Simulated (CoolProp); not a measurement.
Vapour-liquid equilibrium of o-xylene (1) + n-decane (2) at 0.0917 bar; x and y are mole fractions of (1).

Computed with CoolProp (multi-fluid Helmholtz-energy mixture model, Zhou 2012 and Lemmon 2006; pair parameters Bell 2016).

```
x     bubble temperature (°C)  y at the bubble point  dew temperature at overall composition x (°C)  liquid density (mol/L)
----  -----------------------  ---------------------  ---------------------------------------------  ----------------------
0.05                     96.8                  0.128                                           98.1                   4.808
0.2                      91.1                  0.420                                              ?                   5.162
0.35                     86.2                  0.617                                           92.6                       ?
0.5                         ?                  0.753                                              ?                   5.985
0.65                     78.6                  0.852                                           85.3                       ?
0.8                      75.5                  0.926                                           80.5                   7.017
0.95                     72.8                  0.984                                              ?                   7.643
```

### Question
Complete the blanks.

### Answer

- 0.2, dew temperature at overall composition x (°C): 95.5
- 0.35, liquid density (mol/L): 5.552
- 0.5, bubble temperature (°C): 82.1
- 0.5, dew temperature at overall composition x (°C): 89.2
- 0.65, liquid density (mol/L): 6.469
- 0.95, dew temperature at overall composition x (°C): 74.4

No azeotrope shows between x = 0.05 and 0.95.

Pair parameters are fitted to limited data, so mixtures are less certain than the pure fluids.
